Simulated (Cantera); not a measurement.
A closed system holds: 1 mol B₂O₃, 0.086 mol H₂O, equilibrated at 2325 K and 0.0133 bar.

Cantera equilibrium calculation (NASA polynomials, part measured and part estimated; ideal gas, pure solids and liquids). Candidate condensed phases: B, B₂O₃, B₃O₃H₃, H₂O; 23 gas species. The numbers say what is thermodynamically allowed, not how fast it happens.

What is the equilibrium state?


| Quantity | Value |
|---|---|
| x(B₂O₃) | 0.776 |
| x(HBO₂) | 0.130 |
| x(BO₂) | 0.0443 |
| x(BO) | 0.0315 |
| x(H) | 0.00535 |
| x(H₂O) | 0.00356 |
| x(H₂) | 0.00315 |
| x(HBO) | 0.00169 |
| x(B₂O₂) | 0.00162 |
| gas amount | 1.135 mol |
| log10 activity of B(s) (absent) | -5.46 |
